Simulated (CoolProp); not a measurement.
Vapour-liquid equilibrium of n-heptane (1) + m-xylene (2) at 0.00172 MPa; x and y are mole fractions of (1).

Values from CoolProp's multi-fluid Helmholtz-energy mixture model, Span 2003 and Zhou 2012; pair parameters Bell 2016.

```
x     bubble temperature (°C)  y at the bubble point  dew temperature at overall composition x (°C)  liquid density (mol/L)
----  -----------------------  ---------------------  ---------------------------------------------  ----------------------
0.05                     27.5                  0.285                                           31.9                   8.004
0.2                      18.4                  0.642                                           29.2                   7.862
0.35                     13.3                  0.780                                           26.2                   7.695
0.5                       9.8                  0.858                                           22.5                   7.524
0.65                      7.1                  0.911                                           18.1                   7.354
0.8                       4.7                  0.953                                           12.4                   7.188
0.95                      2.7                  0.989                                            4.9                   7.026
```

No azeotrope shows between x = 0.05 and 0.95.

The pair parameters rest on a limited set of measurements; away from them the model extrapolates.
